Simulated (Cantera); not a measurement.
A Cantera script and what it prints.

```python
import numpy as np
import cantera as ct

gas_names = """
    Fe FeO Fe(OH)2 H HO2 H2 H2O H2O2 H2S H2SO4 O OH O2 O3 S SH SO SO2 SO3 S2 S2O S8
""".split()
cond_names = """
    Fe(a) Fe(c) Fe(d) Fe(L) FeO(s) FeO(L) Fe(OH)2(s) Fe(OH)3(s) FeS(a) FeS(b) FeS(c) FeS(L) FeSO4(s)
    FeS2(s) Fe2O3(s) Fe2S3O12(s) Fe3O4(s) H2O(s) H2O(L) H2SO4(L) S(cr1) S(cr2) S(L)
""".split()


# ... load() reads the species with a 1 bar reference pressure and builds the phases ...
atoms = {
    'FeS2': {'Fe': 1, 'S': 2},
    'H2': {'H': 2},
    'H2O': {'H': 2, 'O': 1},
}
top_T = {'FeSO4(s)': 950, 'FeS2(s)': 1010, 'Fe2O3(s)': 1830, 'Fe2S3O12(s)': 1100, 'Fe3O4(s)': 1870}  # K; cautious upper limits of use, not melting points


# ... equilibrate(T, P, feed) seeds the gas with the atoms and calls Mixture.equilibrate('TP', solver="vcs", rtol=1e-11, max_steps=5000) ...
results = []
feed = {'FeS2': 1, 'H2': 2800, 'H2O': 0.068}  # mol
T = 850  # K
P = 21  # Pa
mix = equilibrate(T, P, feed)
results.append((T, P, feed, dict(zip(mix.species_names, mix.species_moles))))
x = sorted(zip(gas.X, gas.species_names), reverse=True)
print(f"T = {T:g} K  P = {P:g} Pa  gas = {mix.phase_moles(0):.4g} mol")
print("   x: " + "  ".join(f"{s} {v:.3e}" for v, s in x if v > 0.001))
print("   condensed (mol): " + ("  ".join(f"{mix.phase(i).name} {mix.phase_moles(i):.4g}"
      for i in range(1, mix.n_phases) if mix.phase_moles(i) > 1e-12) or "none"))
```

Result:

```
T = 850 K  P = 21 Pa  gas = 2800 mol
   x: H2 9.996e-01
   condensed (mol): FeS(c) 1
```

Method: chemical equilibrium by Gibbs-energy minimisation in Cantera with the NASA 1993 tables (ideal gas, pure condensed phases). FeS: taken at fixed stoichiometry.
